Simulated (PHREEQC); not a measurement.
Make-up at 20 °C: 0.0047 mol/kgw HCl, 0.0075 mol/kgw Li2SO4 and 0.00024 mol/kgw MgSO4. Closed to the air; pH follows from the charge balance.

Computed with PHREEQC (Pitzer model, pitzer.dat).

Precipitation was switched off in this run.

Q: What pH does the model give?

A: pH 2.51.

Q: In which forms is S present?

A: SO4-2 86 %, HSO4- 14 % of the S.
